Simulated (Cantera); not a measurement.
Input: 1 mol MgO, 0.69 mol H2S, 4.7 mol N2, equilibrated at 1175 K and 0.0220 bar.

These are equilibrium values from Cantera (NASA tables, ideal gas, pure condensed phases), not measurements of a reactor. Candidate condensed phases: H2O, H2SO4, Mg, MgO, Mg(OH)2, MgS, MgSO4, S; 43 gas species. Mutual solubility and eutectic melting of coexisting phases are not modelled. Gases not in the tables: S3 to S7. Kinetics and transport are ignored.

Base state: N2 0.842, H2 0.0687, H2S 0.0510, S2 0.0343, H2O 0.00389, SH 0.000151 (mole fractions); condensed: MgO(s) + MgS(s).

Problem. What changes in the equilibrium state with this change: H2S from 0.69 to 2.8 mol?

Solution. 
```
species        before     after
-----------  --------  --------
N2              0.842     0.578
H2S            0.0510     0.175
H2             0.0687     0.156
H2O           0.00389    0.0133
S2             0.0343    0.0779
SH           0.000151  0.000343
MgO(s), mol     0.978     0.892
MgS(s), mol    0.0217     0.108
```

Problem. What changes in the equilibrium state with this change: pressure from 0.0220 bar to 8.20 bar?

Solution. 
| species | before | after |
|---|---|---|
| N2 | 0.842 | 0.865 |
| H2S | 0.0510 | 0.104 |
| H2 | 0.0687 | 0.0153 |
| S2 | 0.0343 | 0.00765 |
| SH | 0.000151 | 3.37e-5 |
| H2O | 0.00389 | 0.00791 |
| MgO(s), mol | 0.978 | 0.957 |
| MgS(s), mol | 0.0217 | 0.0430 |
